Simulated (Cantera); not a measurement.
# Thermodynamics of abatement and gas-phase synthesis, feed CS2 + O2 + H2

Input: 1 mol CS2, 0.055 mol O2, 2.5 mol H2, held at 1102 °C.

These are equilibrium values from Cantera (NASA tables, ideal gas, pure condensed phases), not measurements of a reactor. Candidate condensed phases: C, C6H6, C7H8, C8H18, H2O, H2SO4, S; 123 gas species. The ideal-gas law is rough above about 30 bar. The numbers say what is thermodynamically allowed, not how fast it happens.

| P (Pa) | log p H2S | log p H2 | log p CS2 | log p S2 | log p CO | log p CH4 | n C(graphite) |
|---|---|---|---|---|---|---|---|
| 10 | -6.01 | -4.17 | -4.64 | -5.39 | -5.52 | -10.63 | 0.0451 |
| 52 | -4.95 | -3.45 | -3.93 | -4.68 | -4.80 | -9.21 | 0.0712 |
| 280 | -3.87 | -2.73 | -3.21 | -3.96 | -4.06 | -7.77 | 0.114 |
| 1400 | -2.86 | -2.06 | -2.55 | -3.29 | -3.35 | -6.42 | 0.188 |
| 7600 | -1.83 | -1.37 | -1.88 | -2.62 | -2.60 | -5.04 | 0.314 |
| 40000 | -0.88 | -0.72 | -1.27 | -2.02 | -1.86 | -3.74 | 0.474 |
| 210000 | 0.00 | -0.10 | -0.74 | -1.48 | -1.12 | -2.51 | 0.632 |
| 1100000 | 0.83 | 0.50 | -0.29 | -1.03 | -0.39 | -1.31 | 0.750 |
| 5700000 | 1.60 | 1.09 | 0.08 | -0.66 | 0.31 | -0.12 | 0.805 |
| 30000000 | 2.36 | 1.66 | 0.46 | -0.29 | 0.96 | 1.01 | 0.797 |
log p: log10 of the partial pressure in bar; n: condensed amount in mol.

From 10.0 Pa to 300 bar the condensed part is C(graphite). The main C-bearing gas is CS2 at 10.0 Pa and CH4 at 300 bar. The share of C in condensed phases is highest at 57.0 bar (80.5 %) and lowest at 10.0 Pa (4.5 %).
